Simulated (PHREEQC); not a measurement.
Synthetic water in mmol/kgw, 70 °C, pH 6.18, pe 12.1: Na 306; K 5.08; Ca 22.7; Mg 3.89; Cl 289; S(6) 27.2; Alkalinity (meq/kgw) 3.76; Si 0.395.

Valence states are taken as typed.

Computed with PHREEQC (ion-association model, wateq4f.dat).

Q: The ionic strength comes out as 0.375 mol/kgw. What activity coefficients do CO3-2, HCO3-, Na+, NaSO4-, SO4-2 get?

A: CO3-2 0.23, HCO3- 0.69, Na+ 0.69, NaSO4- 0.69, SO4-2 0.20.

This is a speciation only: nothing precipitates in the calculation. Examples of supersaturated solids here: Quartz (slow to form). Others may be too. Species that the database lacks are ignored. At this temperature some constants are extrapolated from 25 °C, and those without enthalpy data are left unchanged.
